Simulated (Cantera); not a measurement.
**Equilibrium for hydrogen reduction and annealing atmospheres: Fe₃O₄ + H₂ + N₂**

Input: 1 mol Fe₃O₄, 830 mol H₂, 14 mol N₂, at 1400 K and 0.473 Torr.

Method: chemical equilibrium by Gibbs-energy minimisation in Cantera with the NASA 1993 tables (ideal gas, pure condensed phases). Candidate condensed phases: Fe, FeO, Fe(OH)₂, Fe(OH)₃, Fe₂O₃, Fe₃O₄, H₂O; 27 gas species. Kinetics and transport are ignored.

```yaml
x(H₂): 0.978
x(N₂): 0.0166
x(H₂O): 0.00474
x(H): 0.000192
x(Fe): 2.43e-5
n(Fe(γ)): 2.98 mol
gas_amount: 844.1 mol
log10 activity of Fe(OH)₂(s) (absent): -12.88
log10 activity of Fe(OH)₃(s) (absent): -21.66
```
